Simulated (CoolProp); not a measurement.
Saturation properties of n-pentane.

Computed with CoolProp (reference Helmholtz-energy equation of state, Thol 2019).

| T (K) | p (bar) | liquid viscosity (µPa s) | vapour viscosity (µPa s) | liquid conductivity (mW/(m K)) |
|---|---|---|---|---|
| 259.9 | 0.1290 | 264 | 5.86 | 126 |
| 272.2 | 0.2342 | 234 | 6.13 | 122 |
| 284.5 | 0.4003 | 206 | 6.40 | 117 |
| 296.8 | 0.6500 | 182 | 6.66 | 112 |
| 309 | 1.006 | 161 | 6.90 | 108 |
| 321.3 | 1.504 | 143 | 7.13 | 104 |
| 333.6 | 2.174 | 126 | 7.35 | 99.5 |
| 345.9 | 3.052 | 112 | 7.56 | 95.6 |
| 358.2 | 4.175 | 98.6 | 7.76 | 91.8 |
| 370.5 | 5.585 | 86.9 | 7.94 | 88.3 |
| 382.7 | 7.308 | 76.3 | 8.11 | 85.1 |
| 395 | 9.417 | 66.6 | 8.28 | 82.1 |
| 407.3 | 11.95 | 57.6 | 8.46 | 79.4 |
| 419.6 | 14.96 | 49.3 | 8.65 | 77.0 |
| 431.9 | 18.50 | 41.5 | 8.91 | 75.2 |

It boils at 309.2 K under 1 atm.

Viscosity comes from a separate model (Quiñones-Cisneros 2006), older than the equation that it now runs on, and unchecked against measurements. Thermal conductivity comes from a separate model (Vassiliou 2015).
